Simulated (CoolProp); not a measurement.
Vapour-liquid equilibrium of R134a (1) + R245fa (2) at 1250 kPa; x and y are mole fractions of (1).

Computed with CoolProp (multi-fluid Helmholtz-energy mixture model, Tillner-Roth 1994 and Akasaka 2015; pair parameters Akasaka 2014).

```csv
x,"bubble temperature, mixture model (°C)","bubble temperature, Raoult's law (°C)","y, mixture model","y, Raoult's law"
0.05,95.8,94.9,0.105,0.143
0.125,90.5,88.8,0.246,0.316
0.2,85.5,83.3,0.368,0.452
0.275,80.9,78.4,0.474,0.560
0.35,76.5,74.0,0.565,0.648
0.425,72.4,70.0,0.645,0.720
0.5,68.6,66.3,0.714,0.779
0.575,65.0,63.0,0.774,0.829
0.65,61.6,59.8,0.826,0.871
0.725,58.4,56.9,0.873,0.907
0.8,55.3,54.3,0.913,0.937
0.875,52.4,51.7,0.949,0.964
0.95,49.7,49.4,0.981,0.986
```

The largest gap from Raoult's law is +2.5 K in bubble temperature, at x = 0.35. No azeotrope shows between x = 0.05 and 0.95.

Pair parameters are fitted to limited data, so mixtures are less certain than the pure fluids.
